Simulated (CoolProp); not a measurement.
Methane along the isotherm 206 K: fugacity coefficient from the reference equation and from simpler models built on Tc = 190.6 K, pc = 45.99 bar, ω = 0.011; each cubic takes its own stable root.

Computed with CoolProp (reference Helmholtz-energy equation of state, Setzmann 1991).

```
p (bar)          phase  reference
-------  -------------  ---------
28.7               gas     0.8394
57.5     supercritical     0.6825
86.2     supercritical     0.5375
115      supercritical     0.4499
144      supercritical     0.3972
172      supercritical     0.3644
201      supercritical     0.3415
230      supercritical     0.3259
```

How far does each simpler model (van der Waals, Soave-Redlich-Kwong, Peng-Robinson) lie from the reference over these 8 states: mean and median of the absolute difference, and the worst?


- van der Waals: mean 7.1 %, median 6.4 %, worst +15.9 % at 206 K and 230 bar
- Soave-Redlich-Kwong: mean 2.3 %, median 2.6 %, worst +4.3 % at 206 K and 230 bar
- Peng-Robinson: mean 4.3 %, median 4.2 %, worst -5.6 % at 206 K and 230 bar
